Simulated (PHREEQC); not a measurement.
Dissolve 3.7 mmol/kgw Cu(NO3)2 and 19 mmol/kgw FeCl3 at 25 °C. Closed to the air; pH follows from the charge balance.

All values are PHREEQC results (ion-association model, phreeqc.dat), not measurements.

```json
[
 {"quantity": "pH", "before": "2.17", "after": "2.84"},
 {"quantity": "Fe+3 (mol/kgw)", "before": "0.00692", "after": "0.000404"},
 {"quantity": "SI of Goethite (FeOOH)", "before": "+4.60", "after": "+5.66"},
 {"quantity": "SI of Hematite (Fe2O3)", "before": "+11.21", "after": "+13.34"}
]
```

### Question
Which change was made?
A) FeCl3 from 0.019 to 0.0019 mol/kgw
B) 0.027 mol/kgw Li2SO4 added
C) temperature from 25 to 60 °C
D) 0.0023 mol/kgw Mg(NO3)2 added

### Answer
A, FeCl3 from 0.019 to 0.0019 mol/kgw

Precipitation was switched off in this run. Some of these states are supersaturated (in Hematite (slow to form), Goethite (slow to form), for instance).
